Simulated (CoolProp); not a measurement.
Neopentane at 298.15 K and 13.8 MPa is throttled through a valve to 1.15 MPa with no heat exchange. Each further row changes one setting.

Computed with CoolProp (reference Helmholtz-energy equation of state, Lemmon 2006). It is a short technical equation, of lower accuracy than the large ones.

| case | temperature change (K) | final density (kg/m³) |
|---|---|---|
| as stated | +4.6 | 581 |
| outlet pressure 0.345 MPa | +4.8 | 579 |
| outlet pressure 1.49 MPa | +4.5 | 582 |
